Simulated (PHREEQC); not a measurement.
Make-up at 20 °C: 56 mmol/kgw K2CO3 and 0.008 mmol/kgw CO2. Closed to the air; pH follows from the charge balance.

All values are PHREEQC results (ion-association model, phreeqc.dat), not measurements.

Question: The ionic strength comes out as 0.166 mol/kgw. What activity coefficients do CO3-2, OH-, K+, HCO3- get?

Answer: CO3-2 0.33, OH- 0.72, K+ 0.73, HCO3- 0.76.

This is a speciation only: nothing precipitates in the calculation.
